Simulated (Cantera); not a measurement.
A closed system holds: 1 mol SiO2, 0.57 mol NF3, 3.4 mol H2, at 0.0860 bar.

These are equilibrium values from Cantera (NASA tables, ideal gas, pure condensed phases), not measurements of a reactor. Candidate condensed phases: H2O, Si, SiO2, Si2N2O, Si3N4; 58 gas species. The tables' values for SiF3, SiF2 are old estimates; treat these amounts as uncertain. The tables hold silica as quartz up to 1696 K and as liquid above; real silica turns to tridymite and cristobalite and melts near 1996 K. Kinetics and transport are ignored.

x: gas mole fraction; n: condensed amount in mol.

| T (°C) | x H2 | x HF | x H2O | x SiF4 | x N2 | x SiO | n SiO2(α-quartz) | n SiO2(β-quartz) | n SiO2(condensed) |
|---|---|---|---|---|---|---|---|---|---|
| 500 | 0.603 | 0.101 | 0.152 | 0.0761 | 0.0675 | <1e-12 | 0.679 | 0 | 0 |
| 600 | 0.597 | 0.143 | 0.129 | 0.0645 | 0.0668 | <1e-12 | 0 | 0.725 | 0 |
| 700 | 0.591 | 0.182 | 0.107 | 0.0537 | 0.0661 | <1e-12 | 0 | 0.769 | 0 |
| 800 | 0.585 | 0.216 | 0.0889 | 0.0444 | 0.0656 | <1e-12 | 0 | 0.807 | 0 |
| 900 | 0.581 | … | … | … | 0.0651 | <1e-12 | 0 | 0.839 | 0 |
| 1000 | 0.578 | 0.265 | 0.0617 | 0.0309 | 0.0647 | 7.85e-11 | 0 | 0.864 | 0 |
| 1100 | 0.575 | 0.282 | 0.0523 | 0.0261 | 0.0644 | 3.92e-9 | 0 | 0.884 | 0 |
| 1200 | 0.573 | 0.296 | 0.0448 | 0.0223 | 0.0642 | 1.15e-7 | 0 | 0.901 | 0 |
| 1300 | 0.571 | 0.306 | … | … | 0.0640 | … | 0 | 0.913 | 0 |
| 1400 | 0.570 | 0.315 | 0.0343 | 0.0167 | 0.0638 | 2.89e-5 | 0 | 0.923 | 0 |
| 1500 | 0.567 | 0.322 | 0.0307 | 0.0143 | 0.0637 | 0.000276 | 0 | 0 | 0.931 |
| 1600 | 0.562 | 0.329 | 0.0286 | 0.0116 | 0.0634 | 0.00197 | 0 | 0 | 0.931 |
| 1700 | 0.546 | 0.337 | 0.0303 | 0.00775 | 0.0626 | 0.00986 | 0 | 0 | 0.909 |

Some entries are withheld; supply them.


- 900, x HF: 0.243
- 900, x H2O: 0.0738
- 900, x SiF4: 0.0369
- 1300, x H2O: 0.0389
- 1300, x SiF4: 0.0193
- 1300, x SiO: 2.18e-6
